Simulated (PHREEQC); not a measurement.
Make-up at 11 °C: 0.2 mol NaOH, 5.4e-05 mol NaAlO2 and 0.0012 mol (CH3)4NCl per kg of water. Closed to the air; pH follows from the charge balance.

Model: ion-association model, phreeqc.dat, run in PHREEQC.

```csv
quantity,before,after
pH,13.65,12.16
SI of Gibbsite (Al(OH)3),-2.78,-3.48
SI of Halite (NaCl),-5.44,-5.51
```

Q: Name the change that produced these shifts.
A) temperature from 11 to 35 °C
B) temperature from 11 to 60 °C
C) diluted 10-fold with water
D) (CH3)4NCl from 0.0012 to 0.0024 mol/kgw
E) temperature from 11 to 40 °C

A: B, temperature from 11 to 60 °C

This is a speciation only: nothing precipitates in the calculation. (CH3)4N+ isn't in the database: it is added as a free cation with an ion size of 4 Å. At this temperature some constants are extrapolated from 25 °C, and those without enthalpy data are left unchanged.
